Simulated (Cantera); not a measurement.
# HgO + H₂ (iron carbonyl, mercury and lead vapours)

Charge: 1 mol HgO, 3.6 mol H₂, equilibrated at 1.00 bar.

These are equilibrium values from Cantera (NASA tables, ideal gas, pure condensed phases), not measurements of a reactor. Candidate condensed phases: H₂O, Hg, HgO; 10 gas species. Kinetics and transport are ignored.

At 227 °C the condensed part is Hg(l). From 327 °C to 1227 °C nothing is condensed. The main Hg-bearing gas is Hg throughout.

```
T (°C)   x H₂  x H₂O    x Hg       x H      x OH  n Hg(l)
------  -----  -----  ------  --------  --------  -------
227     0.685  0.263  0.0519    <1e-12    <1e-12    0.803
327     0.565  0.217   0.217    <1e-12    <1e-12        0
427     0.565  0.217   0.217    <1e-12    <1e-12        0
527     0.565  0.217   0.217  2.18e-12    <1e-12        0
627     0.565  0.217   0.217  8.79e-11    <1e-12        0
727     0.565  0.217   0.217   1.71e-9  1.45e-12        0
827     0.565  0.217   0.217   1.94e-8  3.33e-11        0
927     0.565  0.217   0.217   1.48e-7  4.56e-10        0
1027    0.565  0.217   0.217   8.32e-7   4.18e-9        0
1127    0.565  0.217   0.217   3.66e-6   2.80e-8        0
1227    0.565  0.217   0.217   1.32e-5   1.45e-7        0
```
x: gas mole fraction; n: condensed amount in mol.
